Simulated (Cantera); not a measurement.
What does this Cantera script print?

```python
import numpy as np
import cantera as ct

gas_names = """
    CL CL2 H HCL H2 N NH NH2 NH3 N2 N2H2 N2H4 Si SiCL SiCL2 SiCL3 SiCL4 SiH SiHCL3 SiH2 SiH2CL2 SiH3
    SiH3CL SiH4 SiN Si2 Si2N Si3
""".split()
cond_names = """
    NH4CL(a) NH4CL(b) Si(cr) Si(L) Si3N4(a)
""".split()


def load(file, names, dense=False):
    # The tables refer to 1 bar. Condensed volumes are neglected.
    table = {s.name: s for s in ct.Species.list_from_file(file)}
    out = []
    for n in names:
        d = dict(table[n].input_data)
        d["thermo"] = dict(d["thermo"], **{"reference-pressure": 1e5})
        if dense:
            d["equation-of-state"] = {"model": "constant-volume", "density": "1e6 g/cm^3"}
        out.append(ct.Species.from_dict(d))
    return out


gas = ct.Solution(thermo="ideal-gas", species=load("nasa_gas.yaml", gas_names))
cond = {s.name: ct.Solution(thermo="fixed-stoichiometry", species=[s], name=s.name)
        for s in load("nasa_condensed.yaml", cond_names, dense=True)}
atoms = {
    'SiHCl3': {'Si': 1, 'H': 1, 'CL': 3},
    'N2': {'N': 2},
}
top_T = {'Si3N4(a)': 2400}  # K; cautious upper limits of use, not melting points


def equilibrate(T, P, feed):
    n = {}
    for name, mol in feed.items():
        for a, k in atoms[name].items():
            n[a] = n.get(a, 0.0) + k * mol
    gas.TPX = T, P, n
    mass = sum(n.values()) * gas.mean_molecular_weight
    gas.equilibrate("TP")
    valid = [c for c in cond.values() if c.min_temp <= T <= top_T.get(c.name, c.max_temp)]
    mix = ct.Mixture([(gas, mass / gas.mean_molecular_weight)] + [(c, 0.0) for c in valid])
    mix.T, mix.P = T, P
    mix.equilibrate("TP", solver="vcs", rtol=1e-11, max_steps=5000)
    return mix


results = []
feed = {'SiHCl3': 1, 'N2': 300}  # mol
T = 923.15  # K
P = 40000  # Pa
mix = equilibrate(T, P, feed)
results.append((T, P, feed, dict(zip(mix.species_names, mix.species_moles))))
x = sorted(zip(gas.X, gas.species_names), reverse=True)
print(f"T = {T:g} K  P = {P:g} Pa  gas = {mix.phase_moles(0):.4g} mol")
print("   x: " + "  ".join(f"{s} {v:.3e}" for v, s in x if v > 0.0001))
print("   condensed (mol): " + ("  ".join(f"{mix.phase(i).name} {mix.phase_moles(i):.4g}"
      for i in range(1, mix.n_phases) if mix.phase_moles(i) > 1e-12) or "none"))
```

Result:

```
T = 923.15 K  P = 40000 Pa  gas = 301.2 mol
   x: N2 9.951e-01  HCL 3.067e-03  SiCL4 1.723e-03  H2 1.265e-04
   condensed (mol): Si3N4(a) 0.1603
```

Method: chemical equilibrium by Gibbs-energy minimisation in Cantera with the NASA 1993 tables (ideal gas, pure condensed phases). N2 is the only nitrogen source here; it is nearly inert below about 1500 K, so the nitride shown seldom forms there in practice.
